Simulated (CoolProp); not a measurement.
cis-2-butene along the isotherm 145.55 °C: Z from the reference equation and from simpler models built on Tc = 162.6 °C, pc = 4.236 MPa, ω = 0.202; each cubic takes its own stable root.

Model: reference Helmholtz-energy equation of state, Lemmon 2005, in CoolProp. It is a short technical equation, of lower accuracy than the large ones.

| p (MPa) | phase | reference | Pitzer virial | van der Waals | Redlich-Kwong | Soave-Redlich-Kwong | Peng-Robinson |
|---|---|---|---|---|---|---|---|
| 0.177 | gas | 0.9832 | 0.9835 | 0.9862 | 0.9839 | 0.9836 | 0.9820 |
| 0.353 | gas | 0.9661 | 0.9671 | 0.9721 | 0.9675 | 0.9670 | 0.9637 |
| 0.53 | gas | 0.9485 | 0.9505 | … | 0.9506 | 0.9498 | 0.9449 |
| 0.706 | gas | 0.9304 | 0.9341 | 0.9428 | 0.9334 | 0.9324 | 0.9258 |
| 0.883 | gas | 0.9117 | 0.9176 | 0.9274 | … | 0.9143 | … |
| 1.06 | gas | 0.8923 | 0.9011 | 0.9116 | 0.8973 | … | 0.8860 |
| 1.24 | gas | 0.8719 | 0.8843 | 0.8950 | 0.8781 | 0.8762 | 0.8649 |
| 1.41 | gas | 0.8519 | … | 0.8788 | 0.8594 | 0.8571 | 0.8443 |
| 1.59 | gas | 0.8299 | 0.8516 | 0.8609 | 0.8389 | 0.8361 | 0.8219 |
| 1.77 | gas | 0.8068 | 0.8348 | … | 0.8175 | 0.8143 | 0.7985 |
| 1.94 | gas | 0.7839 | 0.8189 | 0.8240 | 0.7965 | 0.7927 | 0.7755 |
| 2.12 | gas | 0.7583 | … | 0.8036 | 0.7731 | 0.7687 | … |

**Question.** What belongs in the gaps?

**Answer.** 
- 0.53, van der Waals: 0.9576
- 0.883, Redlich-Kwong: 0.9156
- 0.883, Peng-Robinson: 0.9062
- 1.06, Soave-Redlich-Kwong: 0.8957
- 1.41, Pitzer virial: 0.8684
- 1.77, van der Waals: 0.8423
- 2.12, Pitzer virial: 0.8022
- 2.12, Peng-Robinson: 0.7501
